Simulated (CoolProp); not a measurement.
Decamethylcyclopentasiloxane (D5) along the isobar 444 kPa: Z from the reference equation and from simpler models built on Tc = 345.1 °C, pc = 1078 kPa, ω = 0.631; each cubic takes its own stable root.

Computed with CoolProp (reference Helmholtz-energy equation of state, Thol 2019).

```csv
T (°C),phase,reference,van der Waals,Redlich-Kwong,Soave-Redlich-Kwong,Peng-Robinson
-8.65,liquid,0.07558,0.1408,0.09479,0.09084,0.08113
8.05,liquid,0.07241,0.1342,0.09044,0.08629,0.07702
24.85,liquid,0.06962,0.1284,0.08665,0.08231,0.07341
41.55,liquid,0.06717,0.1234,0.08339,0.07884,0.07028
58.25,liquid,0.06502,0.1189,0.08056,0.07581,0.06753
74.95,liquid,0.06311,0.1150,0.07811,0.07317,0.06512
91.75,liquid,0.06143,0.1116,0.07600,0.07085,0.06301
108.45,liquid,0.05996,0.1087,0.07421,0.06887,0.06119
125.15,liquid,0.05868,0.1061,0.07273,0.06717,0.05963
141.95,liquid,0.05758,0.1040,0.07153,0.06574,0.05831
158.65,liquid,0.05665,0.1022,0.07062,0.06460,0.05725
175.35,liquid,0.05589,0.1009,0.07000,0.06373,0.05643
```
